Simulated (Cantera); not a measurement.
Charge: 1 mol Si, 0.93 mol Cl₂, 3.8 mol H₂, equilibrated at 1 atm.

Method: chemical equilibrium by Gibbs-energy minimisation in Cantera with the NASA 1993 tables (ideal gas, pure condensed phases). Candidate condensed phases: Si; 19 gas species. The tables' values for SiCl₃ are old estimates; treat these amounts as uncertain. Equilibrium is a limit: real reactors are often held back by kinetics, nucleation or transport. All values below are at 1148 K.

Base state: H₂ 0.855, SiCl₄ 0.0674, SiHCl₃ 0.0385, HCl 0.0300, SiCl₃ 0.00376, SiH₂Cl₂ 0.00275, SiCl₂ 0.00232, SiH₃Cl 5.31e-5 (mole fractions); condensed: Si(s).

Task: What changes in the equilibrium state with this change: Cl₂ from 0.93 to 2.9 mol?

Result: 
```json
[
 {"species": "H₂", "before": "0.855", "after": "0.503"},
 {"species": "HCl", "before": "0.0300", "after": "0.322"},
 {"species": "SiCl₄", "before": "0.0674", "after": "0.169"},
 {"species": "SiHCl₃", "before": "0.0385", "after": "0.00531"},
 {"species": "SiH₃Cl", "before": "5.31e-5", "after": "2.21e-8"},
 {"species": "SiH₂Cl₂", "before": "0.00275", "after": "2.09e-5"},
 {"species": "SiCl₂", "before": "0.00232", "after": "2.98e-5"},
 {"species": "SiCl₃", "before": "0.00376", "after": "0.000676"},
 {"species": "Si(s), mol", "before": "0.511", "after": "0"}
]
```
